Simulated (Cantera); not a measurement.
Mixture: C3H8 : O2 : N2 = 1 : 11.9 : 58.3 (molar parts), at 1.00 bar, adiabatic and at constant volume. Ignition delay is the time to a rise of 400 K.

Model: GRI-Mech 3.0 (53 species, 325 reactions), integrated in Cantera. GRI-Mech 3.0 was tuned for natural gas; its chemistry of propane as a main component is partial and can be far from experiment.

Task: Predict: delay at 1200 K; delay at 1300 K; delay at 1400 K; delay at 1500 K; delay at 1600 K; delay at 1700 K; delay at 1800 K; apparent activation energy between 1600 and 1800 K.

Result: delay at 1200 K: 6.09 ms
delay at 1300 K: 0.942 ms
delay at 1400 K: 0.221 ms
delay at 1500 K: 76.8 µs
delay at 1600 K: 36.3 µs
delay at 1700 K: 21.4 µs
delay at 1800 K: 15.3 µs
apparent activation energy between 1600 and 1800 K: 100 kJ/mol
